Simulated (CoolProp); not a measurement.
The fluid at 293.15 K and 2.53 MPa expands adiabatically to 1.05 MPa with isentropic efficiency 0.9. The same conditions are run with several fluids, on thermodynamics alone (safety and materials aside).

Model: reference Helmholtz-energy equation of state of each fluid (carbon dioxide: Span 1996; hydrogen chloride: Thol 2018; carbon monoxide: Lemmon 2006; ethylene: Smukala 2000; CF4 (R14): Platzer 1990), in CoolProp. The equations of Platzer and Polt are older, rougher fits.

Q: Rank carbon dioxide, hydrogen chloride, carbon monoxide, ethylene, CF4 (R14) by work (kJ/kg), highest first.

A: carbon monoxide (60.0), ethylene (52.9), hydrogen chloride (39.0), carbon dioxide (34.0), CF4 (R14) (18.7)

```csv
fluid,final temperature (K),final phase,final density (kg/m³)
carbon dioxide,239.4,gas,26.4
hydrogen chloride,242.3,"two-phase, vapour fraction 0.969",22.8
carbon monoxide,233.2,gas,15.4
ethylene,242.4,gas,16.7
CF4 (R14),257.1,gas,46.3
```
